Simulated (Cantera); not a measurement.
An isothermal, constant-pressure homogeneous reactor starts with 62.1 % NO, 37.9 % N2, at 1650 K and 67.5 Torr.

Computed with Cantera and GRI-Mech 3.0 (53 species, 325 reactions).

x: mole fraction; the columns are a selection and need not sum to one.

```csv
t (s),x NO,x NO2,x O2,x N2,x N2O,x O
0.000100,0.621,7.44e-9,9.92e-11,0.379,[?],1.78e-7
0.000416,0.621,1.18e-7,1.60e-9,0.379,[?],6.56e-7
0.00173,0.621,1.47e-6,2.42e-8,0.379,[?],1.76e-6
0.00721,0.621,1.06e-5,4.04e-7,0.379,[?],2.85e-6
0.0300,0.621,4.47e-5,8.98e-6,0.379,[?],4.87e-6
0.125,0.621,8.35e-5,0.000137,0.379,[?],7.11e-6
0.520,0.619,9.49e-5,0.000874,0.380,0.000137,7.95e-6
2.16,0.613,0.000119,0.00398,0.383,0.000133,9.44e-6
9.00,0.588,0.000183,0.0165,0.395,[?],1.37e-5
```

Q: Some entries are withheld; supply them.

A: 
- 0.000100, x N2O: 1.85e-7
- 0.000416, x N2O: 7.69e-7
- 0.00173, x N2O: 3.17e-6
- 0.00721, x N2O: 1.27e-5
- 0.0300, x N2O: 4.58e-5
- 0.125, x N2O: 0.000112
- 9.00, x N2O: 0.000121
